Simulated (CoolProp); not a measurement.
The fluoroketone C6F12O (FK-5-1-12) along the isotherm 107.15 °C: density (kg/m³) from the reference equation and from simpler models built on Tc = 168.7 °C, pc = 18.69 bar, ω = 0.471; each cubic takes its own stable root.

The numbers come from the reference Helmholtz-energy equation of state, McLinden 2015 in CoolProp.

| p (bar) | phase | reference |
|---|---|---|
| 23.4 | liquid | 1338 |
| 46.7 | liquid | 1369 |
| 70.1 | liquid | 1394 |
| 93.5 | liquid | 1415 |
| 117 | liquid | 1434 |
| 140 | liquid | 1450 |
| 164 | liquid | 1465 |
| 187 | liquid | 1479 |

Question: How far does each simpler model (van der Waals, Redlich-Kwong, Soave-Redlich-Kwong) lie from the reference over these 8 states: mean and median of the absolute difference, and the worst?

Answer: 
- van der Waals: mean 32.9 %, median 32.1 %, worst -38.1 % at 107.15 °C and 23.4 bar
- Redlich-Kwong: mean 9.5 %, median 8.6 %, worst -15.9 % at 107.15 °C and 23.4 bar
- Soave-Redlich-Kwong: mean 6.2 %, median 5.8 %, worst -9.9 % at 107.15 °C and 23.4 bar
